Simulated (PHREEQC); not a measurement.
## Reverse-osmosis permeate (model solution)

Synthetic water in mg/kgw, 25 °C, pH 7.09, pe -0.7:

| constituent | mg/kgw |
|---|---|
| Na | 0.362 |
| K | 1.81 |
| Ca | 1.67 |
| Mg | 0.313 |
| Cl | 0.895 |
| S(6) as SO4 | 0.922 |
| Alkalinity as HCO3 | 7.65 |
| Fe(2) | 0.0389 |
| N(-3) as NH4 | 0.00468 |
| Si as SiO2 | 0.223 |

Valence states are taken as typed.

Computed with PHREEQC (ion-association model, wateq4f.dat).

No solid was allowed to form.

Problem. Predict the charge-balance error.

Solution. charge-balance error 0.9 %.

Problem. In which forms is C present?

Solution. HCO3- 85 %, CO2 15 % of the C.

Species that the database lacks are ignored.
